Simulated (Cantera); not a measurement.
**Carbothermic reduction: Cu2O + CO**

Charge: 1 mol Cu2O, 7.3 mol CO.

Equilibrium computed with Cantera from the NASA thermochemical tables; the gas is ideal and each condensed phase is pure. Candidate condensed phases: C, Cu, CuO, Cu2O; 15 gas species. Rates play no part.

Stable condensed phases:

```
T in K \ P in Pa
              10      68     460    3200   22000  150000 1000000
   2573        A       A       A       A       A       B       B
   2423        A       A       A       A       A       B       B
   2273        A       A       A       A       B       B       B
   2123        A       A       A       A       B       B       B
   1973        A       A       A       B       B       B       B
   1823        A       A       B       B       B       B       B
   1673        A       B       B       B       B       B       B
   1523        B       B       B       B       B       B       B
   1373        B       B       B       B       B       B       B
   1223        B       B       B       B       B       B       B
   1073        B       B       B       B       B       C       C
    923        B       B       B       B       C       C       C
```

A: gas only; B: Cu; C: C + Cu.
